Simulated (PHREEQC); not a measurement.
0.48 g of hydrous ferric oxide (600 m²/g; 0.2 weak and 0.005 strong sites per Fe, Dzombak-Morel constants, diffuse double layer) in 1 kg of water with 0.005 mol/kgw of an inert sodium salt, at 25 °C; the pH is set by adding NaOH or the inert anion's acid. O2 is buffered at 0.21 atm. The system is closed to CO2. Precipitation was switched off in this run.

Base run: PHREEQC, ion-association model, wateq4f.dat. Each further column changes one thing. The table gives surface charge σ (C/m²).

```json
[
 {"pH": "3", "base": "0.305", "background salt from 0.005 to 0.0005 mol/kgw": "0.248", "oxide from 0.48 to 2.4 g/kgw": "0.315", "0.0014 mol/kgw Na2SeO4 added": "0.027"},
 {"pH": "4.33", "base": "0.149", "background salt from 0.005 to 0.0005 mol/kgw": "0.076", "oxide from 0.48 to 2.4 g/kgw": "0.156", "0.0014 mol/kgw Na2SeO4 added": "0.025"},
 {"pH": "5.67", "base": "0.051", "background salt from 0.005 to 0.0005 mol/kgw": "0.020", "oxide from 0.48 to 2.4 g/kgw": "0.053", "0.0014 mol/kgw Na2SeO4 added": "0.019"},
 {"pH": "7", "base": "0.013", "background salt from 0.005 to 0.0005 mol/kgw": "0.004", "oxide from 0.48 to 2.4 g/kgw": "0.013", "0.0014 mol/kgw Na2SeO4 added": "0.010"},
 {"pH": "8.33", "base": "-0.002", "background salt from 0.005 to 0.0005 mol/kgw": "-0.001", "oxide from 0.48 to 2.4 g/kgw": "-0.002", "0.0014 mol/kgw Na2SeO4 added": "-0.003"},
 {"pH": "9.67", "base": "-0.021", "background salt from 0.005 to 0.0005 mol/kgw": "-0.008", "oxide from 0.48 to 2.4 g/kgw": "-0.022", "0.0014 mol/kgw Na2SeO4 added": "-0.028"},
 {"pH": "11", "base": "-0.081", "background salt from 0.005 to 0.0005 mol/kgw": "-0.049", "oxide from 0.48 to 2.4 g/kgw": "-0.084", "0.0014 mol/kgw Na2SeO4 added": "-0.097"}
]
```

The oxide is taken as insoluble; below pH 4 it would dissolve.
